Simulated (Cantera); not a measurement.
# Thermodynamics of silicon epitaxy and polysilicon growth, feed Si2Cl6 + Cl2 + N2 + HCl

A closed system holds: 1 mol Si2Cl6, 0.0041 mol Cl2, 41 mol N2, 3.3 mol HCl, at 10000 Pa.

Cantera equilibrium calculation (NASA polynomials, part measured and part estimated; ideal gas, pure solids and liquids). Candidate condensed phases: NH4Cl, Si, Si3N4; 28 gas species. The feed counts by its element totals alone. N2 is the only nitrogen source here; it is nearly inert below about 1500 K, so the nitride shown seldom forms there in practice. The tables' values for SiCl3 are old estimates; treat these amounts as uncertain. Equilibrium is a limit: real reactors are often held back by kinetics, nucleation or transport.

```
T (K)   x N2   x HCl  x SiCl4   x SiCl2  x SiCl3  n Si3N4(s)
-----  -----  ------  -------  --------  -------  ----------
1273   0.897  0.0619   0.0344  0.000363  0.00138       0.117
1298   0.896  0.0621   0.0339  0.000598  0.00184       0.114
1323   0.896  0.0622   0.0332  0.000964  0.00242       0.110
1348   0.896  0.0622   0.0323   0.00152  0.00313       0.103
1373   0.895  0.0622   0.0312   0.00235  0.00398      0.0938
1398   0.894  0.0621   0.0298   0.00354  0.00497      0.0809
1423   0.893  0.0620   0.0281   0.00522  0.00609      0.0636
1448   0.892  0.0617   0.0260   0.00752  0.00729      0.0408
1473   0.891  0.0613   0.0235    0.0106  0.00851      0.0118
1498   0.890  0.0624   0.0217    0.0124  0.00917           0
1523   0.889  0.0642   0.0206    0.0131  0.00951           0
1548   0.888  0.0656   0.0197    0.0137  0.00982           0
1573   0.887  0.0668   0.0189    0.0142   0.0101           0
1598   0.887  0.0678   0.0182    0.0146   0.0104           0
```
x: gas mole fraction; n: condensed amount in mol.

From 1273 K to 1473 K the condensed part is Si3N4(s). From 1498 K to 1598 K nothing is condensed. The main Si-bearing gas is SiCl4 throughout.
